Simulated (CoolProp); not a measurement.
Sulfur hexafluoride along the isotherm 83.35 °C: density (kg/m³) from the reference equation and from simpler models built on Tc = 45.6 °C, pc = 37.55 bar, ω = 0.210; each cubic takes its own stable root.

The numbers come from the reference Helmholtz-energy equation of state, Guder 2009 in CoolProp.

```
p (bar)          phase  reference
-------  -------------  ---------
4.69               gas      23.80
9.39               gas      49.19
14.1               gas      76.40
18.8               gas      105.6
23.5               gas      137.4
28.2               gas      172.1
32.9               gas      210.4
37.5               gas      252.3
42.2     supercritical      300.6
46.9     supercritical      356.0
51.6     supercritical      420.1
56.3     supercritical      494.1
```

Q: How far does each simpler model (ideal gas, Soave-Redlich-Kwong, Peng-Robinson) lie from the reference over these 12 states: mean and median of the absolute difference, and the worst?

A: 
- ideal gas: mean 22.0 %, median 21.1 %, worst -43.9 % at 83.35 °C and 56.3 bar
- Soave-Redlich-Kwong: mean 0.7 %, median 0.2 %, worst -3.5 % at 83.35 °C and 56.3 bar
- Peng-Robinson: mean 2.4 %, median 2.6 %, worst +3.6 % at 83.35 °C and 42.2 bar
